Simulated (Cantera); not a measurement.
Input (Python, Cantera):

```python
import numpy as np
import cantera as ct

gas = ct.Solution("gri30.yaml")
gas.TPX = 1675, 91000, {'CH4': 1, 'N2': 9.3}
reactor = ct.IdealGasConstPressureReactor(gas, energy="off", clone=False)
net = ct.ReactorNet([reactor])
net.rtol, net.atol = 1e-08, 1e-18
show = ['CH4', 'H', 'H2', 'C2H', 'CH3', 'C2H4', 'HCN']
times = np.geomspace(2e-06, 5, 13)

steps = ct.SolutionArray(gas, extra=["t"])
rows = []
print(f"{'t/s':>10s}{'T/K':>9s}{'P/Pa':>11s}" + "".join(f"{s:>11s}" for s in show))
for t in times:
    while net.time < t:
        t_next = net.step()
        steps.append(gas.state, t=t_next)
    rows.append([np.interp(t, steps.t, y) for y in (steps.T, steps.P, *steps(*show).X.T)])
    print(f"{t:10.3e}{rows[-1][0]:9.1f}{rows[-1][1]:11.4g}" + "".join(f"{x:11.3e}" for x in rows[-1][2:]))
rate = np.gradient(steps.T, steps.t)
print("integrator steps:", len(steps.t))
if steps.T.max() > steps.T[0] + 200:
    print(f"time of steepest temperature rise: {steps.t[rate.argmax()]:.4e} s")
gas.TPX = 1675, 91000, {'CH4': 1, 'N2': 9.3}
gas.equilibrate("TP")
print(f"equilibrium (TP): T = {gas.T:.1f} K  " + "  ".join(f"{s} {gas[s].X[0]:.3e}" for s in show))
```

Output:

```
       t/s      T/K       P/Pa        CH4          H         H2        C2H        CH3       C2H4        HCN
 2.000e-06   1675.0    9.1e+04  9.708e-02  2.321e-07  1.025e-06  1.543e-23  2.281e-06  4.407e-12  1.198e-16
 6.826e-06   1675.0    9.1e+04  9.708e-02  2.334e-07  4.057e-06  2.004e-20  8.342e-06  4.045e-10  1.622e-15
 2.330e-05   1675.0    9.1e+04  9.706e-02  2.356e-07  1.445e-05  1.539e-17  2.894e-05  2.222e-08  2.156e-14
 7.953e-05   1675.0    9.1e+04  9.698e-02  2.616e-07  5.158e-05  8.813e-15  9.622e-05  9.408e-07  3.872e-13
 2.714e-04   1675.0    9.1e+04  9.667e-02  4.726e-07  2.292e-04  3.187e-12  2.671e-04  2.940e-05  7.127e-12
 9.265e-04   1675.0    9.1e+04  9.484e-02  1.663e-06  1.684e-03  2.063e-10  5.491e-04  5.162e-04  1.625e-10
 3.162e-03   1675.0    9.1e+04  8.406e-02  7.385e-06  1.360e-02  5.589e-09  6.754e-04  3.302e-03  4.652e-09
 1.079e-02   1675.0    9.1e+04  6.167e-02  1.629e-05  4.622e-02  2.454e-08  4.134e-04  1.807e-03  3.219e-08
 3.684e-02   1675.0    9.1e+04  3.491e-02  2.677e-05  8.429e-02  4.350e-08  2.208e-04  5.055e-04  1.110e-07
 1.257e-01   1675.0    9.1e+04  1.375e-02  3.663e-05  1.136e-01  6.003e-08  8.942e-05  2.834e-04  2.691e-07
 4.292e-01   1675.0    9.1e+04  4.294e-03  4.221e-05  1.266e-01  6.923e-08  2.901e-05  2.897e-04  4.765e-07
 1.465e+00   1675.0    9.1e+04  1.679e-03  4.407e-05  1.301e-01  7.228e-08  1.153e-05  3.014e-04  7.187e-07
 5.000e+00   1675.0    9.1e+04  1.401e-03  4.428e-05  1.305e-01  7.264e-08  9.641e-06  3.029e-04  1.229e-06
integrator steps: 1527
equilibrium (TP): T = 1675.0 K  CH4 8.035e-04  H 4.445e-05  H2 1.315e-01  C2H 2.329e-08  CH3 5.509e-06  C2H4 9.824e-05  HCN 5.969e-02
```

Model: GRI-Mech 3.0 (53 species, 325 reactions), integrated in Cantera. GRI-Mech 3.0 stops at C3 and has no aromatics, soot or wall deposition, so with more carbon than oxygen in the feed, carbon stays in small species such as C2H2 where larger ones or solid carbon would form.
